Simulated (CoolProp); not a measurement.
Hydrogen sulfide along the isobar 12.6 MPa: Z from the reference equation and from simpler models built on Tc = 373.1 K, pc = 8.999 MPa, ω = 0.101; each cubic takes its own stable root.

Computed with CoolProp (reference Helmholtz-energy equation of state, Lemmon 2006). It is a short technical equation, of lower accuracy than the large ones.

```tsv
T (K)	phase	reference	van der Waals	Soave-Redlich-Kwong
288.4	liquid	0.2176	0.3206	0.2265
311	liquid	0.2148	0.3137	0.2260
333.5	liquid	0.2165	0.3125	0.2316
356.1	liquid	0.2258	0.3191	0.2480
378.6	supercritical	0.2565	0.3411	0.2932
401.2	supercritical	0.4373	0.4138	0.4676
423.7	supercritical	0.6067	0.5638	0.6231
446.3	supercritical	0.6996	0.6589	0.7111
468.8	supercritical	0.7616	0.7203	0.7708
491.4	supercritical	0.8071	0.7651	0.8152
```
